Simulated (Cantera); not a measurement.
# Thermodynamics of chlorosilane synthesis and conversion, feed Si + HCl + H2

Feed: 1 mol Si, 5.4 mol HCl, 8 mol H2, equilibrated at 2.20 bar.

Method: chemical equilibrium by Gibbs-energy minimisation in Cantera with the NASA 1993 tables (ideal gas, pure condensed phases). Candidate condensed phases: Si; 19 gas species. The tables' values for SiCl3 are old estimates; treat these amounts as uncertain. Equilibrium is a limit: real reactors are often held back by kinetics, nucleation or transport.

```tsv
T (K)	log p H2	log p HCl	log p SiCl4	log p SiHCl3	log p SiCl2	log p SiCl3
648	0.25	-0.60	-0.75	-4.01	<-11	-8.94
723	0.25	-0.60	-0.75	-3.42	<-11	-7.45
798	0.25	-0.60	-0.75	-2.96	-9.71	-6.26
873	0.25	-0.60	-0.76	-2.58	-8.02	-5.28
948	0.25	-0.60	-0.76	-2.27	-6.62	-4.46
1023	0.25	-0.59	-0.78	-2.01	-5.44	-3.77
1098	0.24	-0.58	-0.79	-1.81	-4.44	-3.19
1173	0.24	-0.56	-0.82	-1.65	-3.60	-2.71
1248	0.24	-0.54	-0.85	-1.53	-2.89	-2.30
1323	0.23	-0.51	-0.91	-1.45	-2.30	-1.97
1398	0.23	-0.48	-0.98	-1.43	-1.84	-1.73
1473	0.22	-0.43	-1.10	-1.48	-1.50	-1.57
```
log p: log10 of the partial pressure in bar; nothing condenses.

From 648 K to 1473 K nothing is condensed. The main Si-bearing gas is SiCl4 throughout.
